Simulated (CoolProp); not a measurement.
Properties of 1,2-dichloroethane along the isotherm 500 K.

The numbers come from the reference Helmholtz-energy equation of state, Thol 2015 in CoolProp.

| p (kPa) | phase | density (kg/m³) | Joule-Thomson coefficient (K/MPa) | isothermal compressibility (1/MPa) | fugacity coefficient |
|---|---|---|---|---|---|
| 560 | gas | 14.13 | 13.69 | 1.899 | 0.9460 |
| 1120 | gas | 30.30 | 15.01 | 1.029 | 0.8923 |
| 1680 | gas | 49.54 | 16.90 | 0.7706 | 0.8386 |
| 2800 | liquid | [?] | [?] | 0.01007 | 0.6325 |
| 3360 | liquid | 877.0 | 0.4198 | 0.009439 | 0.5351 |
| 3920 | liquid | 881.5 | 0.3801 | 0.008894 | 0.4657 |
| 4480 | liquid | 885.8 | 0.3444 | 0.008416 | 0.4137 |
| 5040 | liquid | 889.9 | 0.3121 | 0.007992 | 0.3733 |
| 5600 | liquid | 893.8 | 0.2827 | 0.007614 | 0.3410 |
| 6160 | liquid | 897.5 | 0.2558 | 0.007274 | [?] |
| 6720 | liquid | 901.1 | 0.2310 | 0.006967 | [?] |
| 7280 | liquid | 904.6 | 0.2081 | 0.006687 | 0.2742 |
| 7840 | liquid | 907.9 | 0.1869 | 0.006431 | 0.2584 |

Some entries are withheld; supply them.


- 2800, density (kg/m³): 872.3
- 2800, Joule-Thomson coefficient (K/MPa): 0.4645
- 6160, fugacity coefficient: 0.3147
- 6720, fugacity coefficient: 0.2927
